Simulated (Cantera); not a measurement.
N2O furnace oxynitridation

An isothermal, constant-pressure homogeneous reactor starts with N₂O : H₂O = 1 : 0.0071 (molar parts), at 1175 K and 0.0276 atm.

Cantera simulation using GRI-Mech 3.0 (53 species, 325 reactions); the numbers are that mechanism's predictions, not measurements. GRI-Mech 3.0 was tuned for natural gas; its chemistry of N2O as a main component is partial and can be far from experiment. Radical loss at walls, strong at low pressure, is not modelled. The mechanism lacks the step 2 NO + O2 → 2 NO2, which can matter for NO2 below about 1400 K. The temperature is held fixed by assumption; the heat of reaction is taken as removed at once.

```tsv
t (s)	x N₂O	x H₂O	x NO	x H₂	x NO₂	x N₂	x O
0.000900	0.993	0.00705	6.95e-7	<1e-12	<1e-12	8.23e-6	1.24e-6
0.00220	0.993	0.00705	2.03e-6	1.15e-12	7.93e-12	2.17e-5	1.26e-6
0.00538	0.993	0.00705	5.31e-6	1.40e-11	3.00e-10	5.47e-5	1.26e-6
0.0131	0.993	0.00705	1.33e-5	1.39e-10	9.73e-9	0.000136	1.26e-6
0.0321	0.992	0.00705	3.26e-5	8.80e-10	2.32e-7	0.000334	1.26e-6
0.0785	0.992	0.00705	7.75e-5	3.36e-9	3.02e-6	0.000820	1.26e-6
0.192	0.990	0.00704	0.000179	8.19e-9	1.79e-5	0.00201	1.25e-6
0.469	0.985	0.00703	0.000415	1.19e-8	6.12e-5	0.00493	1.24e-6
1.15	0.974	0.00700	0.000997	9.48e-9	0.000144	0.0120	1.21e-6
2.80	0.948	0.00694	0.00245	6.06e-9	0.000231	0.0286	1.18e-6
6.85	0.889	0.00680	0.00590	5.00e-9	0.000267	0.0668	1.16e-6
16.7	0.762	0.00650	0.0132	4.83e-9	0.000249	0.148	1.15e-6
40.9	0.538	0.00597	0.0262	5.24e-9	0.000182	0.291	1.14e-6
100	0.251	0.00530	0.0427	6.30e-9	9.65e-5	0.474	1.12e-6
```
x: mole fraction; the columns are a selection and need not sum to one.

Equilibrium at this temperature and pressure: N₂O 2.04e-9, H₂O 0.00471, NO 0.000187, H₂ 3.68e-10, NO₂ 7.47e-7, N₂ 0.663, O 5.06e-8 (gas phase only).
